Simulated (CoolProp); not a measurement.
Properties of R1336mzz(Z) along the isobar 3140 kPa (Tc = 444.5 K, pc = 2904 kPa, ω = 0.386).

The numbers come from the reference Helmholtz-energy equation of state, McLinden 2020 in CoolProp.

```tsv
T (K)	phase	density (kg/m³)	speed of sound (m/s)	Joule-Thomson coefficient (K/MPa)	expansivity (1/kK)	fugacity coefficient
300.7	liquid	1368	640.3	(withheld)	1.840	0.02868
313.2	liquid	1336	597.7	-0.2353	1.946	(withheld)
325.8	liquid	1303	555.4	-0.1967	2.073	0.06588
338.4	liquid	1268	513.6	(withheld)	2.227	0.09394
351	liquid	1232	472.1	-0.09312	2.418	0.1293
363.6	liquid	1193	430.6	-0.02044	2.660	0.1724
376.2	liquid	(withheld)	388.9	0.07538	(withheld)	0.2236
388.7	liquid	1107	346.9	0.2066	3.410	0.2821
401.3	liquid	1056	303.2	0.4013	4.051	0.3483
413.9	liquid	997.6	(withheld)	0.7182	5.106	0.4209
426.5	liquid	924.7	205.5	1.330	7.226	0.4983
```

**Question.** Some entries are withheld; supply them.

**Answer.** 
- 300.7, Joule-Thomson coefficient (K/MPa): -0.2681
- 313.2, fugacity coefficient: 0.04439
- 338.4, Joule-Thomson coefficient (K/MPa): -0.1503
- 376.2, density (kg/m³): 1152
- 376.2, expansivity (1/kK): 2.977
- 413.9, speed of sound (m/s): 256.9
